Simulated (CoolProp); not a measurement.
The fluid at 298.15 K and 24.2 MPa flows at 0.1 m/s in a round tube of 20 mm bore and 1.5 µm roughness, fully developed (64/Re and Nu = 3.66 if laminar; Colebrook and Gnielinski if turbulent). The same conditions are run with several fluids, on thermodynamics alone (safety and materials aside).

Model: reference Helmholtz-energy equation of state of each fluid (carbon dioxide: Span 1996; R22: Kamei 1995; R142b: Lemmon 2006; ammonia: Gao 2020), in CoolProp.

Task: Rank carbon dioxide, R22, R142b, ammonia by Reynolds number, highest first.

Result: carbon dioxide (18200), R22 (14300), ammonia (8330), R142b (7740)

```tsv
fluid	Darcy friction factor	pressure drop (Pa/m)	heat-transfer coefficient (W/(m² K))	mass flow (kg/h)
carbon dioxide	0.0266	6.25	435	106
R22	0.0283	9.10	324	146
R142b	0.0332	9.76	234	133
ammonia	0.0325	5.06	880	70.4
```

Transport values come from each fluid's own correlations; those of R22, R142b are estimates that may be off by 10 % or more.
